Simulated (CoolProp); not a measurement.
Normal hydrogen at 293.15 K and 0.651 MPa is throttled through a valve to 0.453 MPa with no heat exchange. Each further row changes one setting.

The numbers come from the reference Helmholtz-energy equation of state, Leachman 2009 in CoolProp.

```
case                       temperature change (K)  final density (kg/m³)
-------------------------  ----------------------  ---------------------
as stated                                    +0.1                  0.374
outlet pressure 0.136 MPa                    +0.2                  0.112
outlet pressure 0.589 MPa                    +0.0                  0.485
```
